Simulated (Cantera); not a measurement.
What does this Cantera script print?

```python
import numpy as np
import cantera as ct

gas = ct.Solution("gri30.yaml")
gas.TPX = 1750, 130000, {'CH4': 1, 'C2H6': 0.078, 'O2': 3.73, 'N2': 14}
reactor = ct.IdealGasConstPressureReactor(gas, energy="on", clone=False)
net = ct.ReactorNet([reactor])
net.rtol, net.atol = 1e-08, 1e-16
show = ['CH4', 'C2H6', 'O2', 'HO2', 'C2H2', 'NO', 'HCN']
times = np.geomspace(9e-06, 0.2, 16)

steps = ct.SolutionArray(gas, extra=["t"])
rows = []
print(f"{'t/s':>10s}{'T/K':>9s}{'P/Pa':>11s}" + "".join(f"{s:>11s}" for s in show))
for t in times:
    while net.time < t:
        t_next = net.step()
        steps.append(gas.state, t=t_next)
    rows.append([np.interp(t, steps.t, y) for y in (steps.T, steps.P, *steps(*show).X.T)])
    print(f"{t:10.3e}{rows[-1][0]:9.1f}{rows[-1][1]:11.4g}" + "".join(f"{x:11.3e}" for x in rows[-1][2:]))
rate = np.gradient(steps.T, steps.t)
print("integrator steps:", len(steps.t))
if steps.T.max() > steps.T[0] + 200:
    print(f"time of steepest temperature rise: {steps.t[rate.argmax()]:.4e} s")
gas.TPX = 1750, 130000, {'CH4': 1, 'C2H6': 0.078, 'O2': 3.73, 'N2': 14}
gas.equilibrate("HP")
print(f"equilibrium (HP): T = {gas.T:.1f} K  " + "  ".join(f"{s} {gas[s].X[0]:.3e}" for s in show))
```

Output:

```
       t/s      T/K       P/Pa        CH4       C2H6         O2        HO2       C2H2         NO        HCN
 9.000e-06   1744.6    1.3e+05  5.255e-02  3.336e-03  1.977e-01  4.641e-05  4.593e-07  2.561e-11  8.961e-12
 1.754e-05   1750.6    1.3e+05  4.980e-02  2.539e-03  1.954e-01  1.312e-04  9.686e-06  2.753e-10  2.845e-10
 3.418e-05   1890.9    1.3e+05  3.025e-02  5.623e-04  1.720e-01  5.280e-04  3.287e-04  1.881e-08  3.333e-08
 6.662e-05   2424.4    1.3e+05  2.890e-17  4.416e-32  7.816e-02  8.225e-06  1.023e-20  7.968e-05  7.543e-12
 1.298e-04   2570.5    1.3e+05  2.247e-17  1.296e-32  7.736e-02  8.283e-06  1.324e-20  3.797e-04  1.342e-11
 2.530e-04   2663.7    1.3e+05  2.430e-17  7.057e-33  7.652e-02  1.039e-05  1.448e-20  1.097e-03  2.475e-11
 4.931e-04   2684.3    1.3e+05  2.525e-17  6.199e-33  7.571e-02  1.113e-05  1.415e-20  2.496e-03  3.387e-11
 9.610e-04   2682.2    1.3e+05  2.517e-17  6.123e-33  7.457e-02  1.098e-05  1.383e-20  4.956e-03  4.429e-11
 1.873e-03   2677.9    1.3e+05  2.498e-17  6.043e-33  7.283e-02  1.069e-05  1.336e-20  8.736e-03  5.904e-11
 3.650e-03   2672.8    1.3e+05  2.476e-17  5.947e-33  7.082e-02  1.037e-05  1.282e-20  1.309e-02  7.460e-11
 7.114e-03   2669.4    1.3e+05  2.461e-17  5.883e-33  6.950e-02  1.015e-05  1.247e-20  1.596e-02  8.414e-11
 1.386e-02   2668.6    1.3e+05  2.457e-17  5.867e-33  6.917e-02  1.010e-05  1.238e-20  1.667e-02  8.642e-11
 2.702e-02   2668.6    1.3e+05  2.457e-17  5.866e-33  6.915e-02  1.010e-05  1.238e-20  1.670e-02  8.653e-11
 5.266e-02   2668.6    1.3e+05  2.457e-17  5.866e-33  6.915e-02  1.010e-05  1.238e-20  1.670e-02  8.653e-11
 1.026e-01   2668.6    1.3e+05  2.457e-17  5.866e-33  6.915e-02  1.010e-05  1.238e-20  1.670e-02  8.653e-11
 2.000e-01   2668.6    1.3e+05  2.457e-17  5.866e-33  6.915e-02  1.010e-05  1.238e-20  1.670e-02  8.653e-11
integrator steps: 1555
time of steepest temperature rise: 4.1410e-05 s
equilibrium (HP): T = 2668.6 K  CH4 3.500e-17  C2H6 1.132e-32  O2 6.915e-02  HO2 1.010e-05  C2H2 1.350e-20  NO 1.670e-02  HCN 8.653e-11
```

Model: GRI-Mech 3.0 (53 species, 325 reactions), integrated in Cantera.
